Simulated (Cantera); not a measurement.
Input: 1 mol SiH4, 0.49 mol HCl, 3 mol H2, equilibrated at 1330 Pa.

These are equilibrium values from Cantera (NASA tables, ideal gas, pure condensed phases), not measurements of a reactor. Candidate condensed phases: Si; 19 gas species. The tables' values for SiCl3, SiCl are old estimates; treat these amounts as uncertain. Gases not in the tables: Si2H6 and higher silanes. Rates play no part. All values below are at 1427 °C.

Base state: H2 0.924, HCl 0.0605, SiCl2 0.0142, H 0.00123, SiCl3 8.29e-5, Cl 6.24e-5, SiCl 5.99e-5, Si 5.09e-5 (mole fractions); condensed: Si(l).

Q: What changes in the equilibrium state with this change: H2 from 3 to 140 mol?

A: 
| species | before | after |
|---|---|---|
| H2 | 0.924 | 0.995 |
| HCl | 0.0605 | 0.00335 |
| H | 0.00123 | 0.00127 |
| SiCl2 | 0.0142 | 4.04e-5 |
| Si | 5.09e-5 | 5.09e-5 |
| SiCl3 | 8.29e-5 | 1.26e-8 |
| Cl | 6.24e-5 | 3.33e-6 |
| SiCl | 5.99e-5 | 3.20e-6 |
| Si(l), mol | 0.921 | 0.983 |
